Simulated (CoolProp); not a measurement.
Computed with CoolProp (reference Helmholtz-energy equation of state, Schroeder 2014).

Task: For ethanol, give the phase and the cv (kJ/(kg K)), Joule-Thomson coefficient (K/MPa), viscosity (µPa s) at 94.65 °C and 1.85 MPa; 196.25 °C and 0.0299 MPa.

Result: 
- 94.65 °C and 1.85 MPa: liquid; cv 2.55, Joule-Thomson coefficient -0.207, viscosity 355
- 196.25 °C and 0.0299 MPa: gas; cv 1.81, Joule-Thomson coefficient 15.5, viscosity 13.9

Viscosity comes from a separate model (Kiselev 2005).
